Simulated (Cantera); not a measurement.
**Equilibrium for carbon deposition, reforming and gasification: acetone + O2**

Charge: 1 mol acetone, 0.023 mol O2, held at 2377 °C.

Cantera equilibrium calculation (NASA polynomials, part measured and part estimated; ideal gas, pure solids and liquids). Candidate condensed phases: C, C6H6, C7H8, C8H18, H2O; 110 gas species. The feed counts by its element totals alone. The ideal-gas law is rough above about 30 bar. Kinetics and transport are ignored.

From 0.0750 Torr to 75000 Torr the condensed part is C(graphite). The main C-bearing gas is CO throughout. The share of C in condensed phases is highest at 7.50 Torr (61.8 %) and lowest at 0.0750 Torr (26.3 %).

| P (Pa) | x H | x H2 | x CO | x C3 | x C2H2 (acetylene) | x C | x CH4 | n C(graphite) |
|---|---|---|---|---|---|---|---|---|
| 10 | 0.767 | 0.0268 | 0.143 | 0.0447 | 0.000525 | 0.0116 | 8.57e-12 | 0.789 |
| 46 | 0.714 | 0.107 | 0.163 | 0.00973 | 0.00209 | 0.00253 | 6.26e-10 | 1.69 |
| 220 | 0.525 | 0.276 | 0.190 | 0.00203 | 0.00542 | 0.000529 | 2.00e-8 | 1.84 |
| 1000 | 0.316 | 0.456 | 0.217 | 0.000447 | 0.00895 | 0.000116 | 2.49e-7 | 1.85 |
| 4600 | 0.167 | 0.584 | 0.237 | 9.73e-5 | 0.0115 | 2.53e-5 | 1.88e-6 | 1.85 |
| 22000 | 0.0810 | 0.658 | 0.248 | 2.03e-5 | 0.0129 | 5.29e-6 | 1.14e-5 | 1.84 |
| 100000 | 0.0390 | 0.694 | 0.253 | 4.47e-6 | 0.0136 | 1.16e-6 | 5.75e-5 | 1.84 |
| 460000 | 0.0184 | 0.711 | 0.256 | 9.73e-7 | 0.0139 | 2.53e-7 | 0.000278 | 1.84 |
| 2200000 | 0.00847 | 0.718 | 0.258 | 2.03e-7 | 0.0141 | 5.29e-8 | 0.00135 | 1.83 |
| 10000000 | 0.00396 | 0.715 | 0.260 | 4.47e-8 | 0.0140 | 1.16e-8 | 0.00611 | 1.81 |
x: gas mole fraction; n: condensed amount in mol.
